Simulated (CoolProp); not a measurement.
Vapour-liquid equilibrium of CH2F2 (R32) (1) + dimethyl ether (2) at 19.15 °C; x and y are mole fractions of (1).

Model: multi-fluid Helmholtz-energy mixture model, Tillner-Roth 1997 and Wu 2011; pair parameters Bell 2016, in CoolProp.

```tsv
x	bubble pressure, mixture model (bar)	bubble pressure, Raoult's law (bar)	y, mixture model	y, Raoult's law
0.05	[?]	5.439	0.110	0.132
0.2	6.622	6.854	[?]	0.420
0.35	[?]	8.269	0.571	0.610
0.5	[?]	9.684	0.711	0.744
0.65	10.94	11.10	0.817	0.843
0.8	12.41	12.51	[?]	0.921
0.95	13.89	13.93	0.976	0.982
```

Question: Fill in the missing entries.

Answer: 
- 0.05, bubble pressure, mixture model (bar): 5.350
- 0.2, y, mixture model: 0.378
- 0.35, bubble pressure, mixture model (bar): 8.021
- 0.5, bubble pressure, mixture model (bar): 9.476
- 0.8, y, mixture model: 0.902

The largest gap from Raoult's law is -3.4 % in bubble pressure, at x = 0.2. No azeotrope shows between x = 0.05 and 0.95.

The pair parameters rest on a limited set of measurements; away from them the model extrapolates.
